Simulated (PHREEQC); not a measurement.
1 kg of water holding 0.4 mol K2CO3, 0.52 mol KCl, 0.051 mol KHCO3 and 0.01 mol K2SO4 is evaporated at 25 °C; the solids stay in contact with the brine. The system is closed to CO2. Solids allowed: Arcanite, Kalicinite, Misenite, Sylvite. Others were left out.

The series has 14 steps of water left (kg), from 1 to 0.07809.

The numbers come from PHREEQC with the Pitzer model, pitzer.dat.

### Question
Which solids form, in which order, and at which step of the series does each first stand?

### Answer
Arcanite from water left = 0.2082 kg (pH 10.73); Sylvite from water left = 0.1711 kg (pH 10.83).
